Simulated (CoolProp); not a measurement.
A closed Brayton cycle with dry air: compressor inlet 331.15 K and 1.1 MPa, high pressure 3.45 MPa, turbine inlet 925 K, compressor efficiency 0.8, turbine efficiency 0.9, recuperator effectiveness 0 (on enthalpy, no pinch check). Each further row changes one setting.

Computed with CoolProp (reference Helmholtz-energy equation of state, Lemmon 2000). It is a pseudo-pure fit of the blend.

| case | thermal efficiency (%) | net work (kJ/kg) | compressor to turbine work | compressor exit (K) | turbine exit (K) |
|---|---|---|---|---|---|
| as stated | … | 76.8 | 0.68 | 489.9 | 710.4 |
| turbine inlet 875 K | … | 63.6 | 0.72 | 489.9 | 670.3 |
| compressor inlet 341.15 K | … | 71.8 | 0.70 | … | 710.4 |
| high pressure 2.93 MPa | … | 73.3 | … | 464.1 | 737.8 |
| recuperator effectiveness 0.5 | 21.6 | 76.8 | 0.68 | 489.9 | 710.4 |

Q: Complete the blanks.

A: 
- as stated, thermal efficiency (%): 16.3
- turbine inlet 875 K, thermal efficiency (%): 15.3
- compressor inlet 341.15 K, thermal efficiency (%): 15.7
- compressor inlet 341.15 K, compressor exit (K): 504.3
- high pressure 2.93 MPa, thermal efficiency (%): 14.7
- high pressure 2.93 MPa, compressor to turbine work: 0.65
